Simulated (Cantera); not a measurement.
Mixture: 33.1 % H2, 8.70 % O2, 58.2 % N2, at 2200000 Pa, adiabatic and at constant volume. Ignition delay is the time to a rise of 400 K.

Computed with Cantera and GRI-Mech 3.0 (53 species, 325 reactions). The hydrogen kinetics of GRI-Mech 3.0 are dated; newer H2 mechanisms differ, most at raised pressure. The pressure lies above the range GRI-Mech 3.0 was tuned for (to about 10 atm). Where the delays flatten at high temperature, the 400 K rule measures the pace of heat release, not the induction time.

Q: Predict: delay at 1223 K; delay at 1373 K; delay at 1523 K; delay at 1673 K; apparent activation energy between 1598 and 1748 K.

A: 
```json
{
 "delay at 1223 K": "72.9 µs",
 "delay at 1373 K": "3.98 µs",
 "delay at 1523 K": "1.03 µs",
 "delay at 1673 K": "0.566 µs",
 "apparent activation energy between 1598 and 1748 K": "73 kJ/mol"
}
```
